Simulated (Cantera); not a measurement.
A Cantera script and what it prints.

```python
import numpy as np
import cantera as ct

gas_names = [...]  # 47 gases of nasa_gas.yaml made of H, N, O
cond_names = """
    H2O(s) H2O(L)
""".split()


# ... load() reads the species with a 1 bar reference pressure and builds the phases ...
atoms = {
    'NH3': {'N': 1, 'H': 3},
    'H2': {'H': 2},
    'O2': {'O': 2},
}
top_T = {}  # K; cautious upper limits of use, not melting points


# ... equilibrate(T, P, feed) seeds the gas with the atoms and calls Mixture.equilibrate('TP', solver="vcs", rtol=1e-11, max_steps=5000) ...
results = []
feed = {'NH3': 1, 'H2': 0.3, 'O2': 0.32}  # mol
P = 100000  # Pa
for T in [2000, 2500, 3000, 3500, 4000, 4500, 5000]:
    mix = equilibrate(T, P, feed)
    results.append((T, P, feed, dict(zip(mix.species_names, mix.species_moles))))
    x = sorted(zip(gas.X, gas.species_names), reverse=True)
    print(f"T = {T:g} K  P = {P:g} Pa  gas = {mix.phase_moles(0):.4g} mol")
    print("   x: " + "  ".join(f"{s} {v:.3e}" for v, s in x if v > 0.0001))
    print("   condensed (mol): " + ("  ".join(f"{mix.phase(i).name} {mix.phase_moles(i):.4g}"
          for i in range(1, mix.n_phases) if mix.phase_moles(i) > 1e-12) or "none"))
```

Result:

```
T = 2000 K  P = 100000 Pa  gas = 2.301 mol
   x: H2 5.035e-01  H2O 2.780e-01  N2 2.173e-01  H 1.154e-03
   condensed (mol): none
T = 2500 K  P = 100000 Pa  gas = 2.323 mol
   x: H2 4.917e-01  H2O 2.733e-01  N2 2.152e-01  H 1.763e-02  OH 2.031e-03
   condensed (mol): none
T = 3000 K  P = 100000 Pa  gas = 2.461 mol
   x: H2 4.340e-01  H2O 2.360e-01  N2 2.025e-01  H 1.040e-01  OH 1.879e-02  O 2.760e-03  NO 1.287e-03  O2 5.941e-04
   condensed (mol): none
T = 3500 K  P = 100000 Pa  gas = 2.992 mol
   x: H 3.245e-01  H2 3.020e-01  N2 1.643e-01  H2O 1.102e-01  OH 5.450e-02  O 3.413e-02  NO 5.534e-03  O2 4.792e-03
   condensed (mol): none
T = 4000 K  P = 100000 Pa  gas = 3.919 mol
   x: H 5.825e-01  H2 1.336e-01  N2 1.240e-01  O 9.482e-02  OH 3.869e-02  H2O 1.518e-02  NO 6.513e-03  O2 4.058e-03  N 6.250e-04
   condensed (mol): none
T = 4500 K  P = 100000 Pa  gas = 4.476 mol
   x: H 7.056e-01  O 1.219e-01  N2 1.080e-01  H2 4.164e-02  OH 1.314e-02  NO 4.452e-03  N 2.958e-03  O2 1.200e-03  H2O 1.107e-03
   condensed (mol): none
T = 5000 K  P = 100000 Pa  gas = 4.673 mol
   x: H 7.393e-01  O 1.290e-01  N2 1.002e-01  H2 1.321e-02  N 1.050e-02  OH 4.294e-03  NO 2.888e-03  O2 3.392e-04
   condensed (mol): none
```

Cantera equilibrium calculation (NASA polynomials, part measured and part estimated; ideal gas, pure solids and liquids).
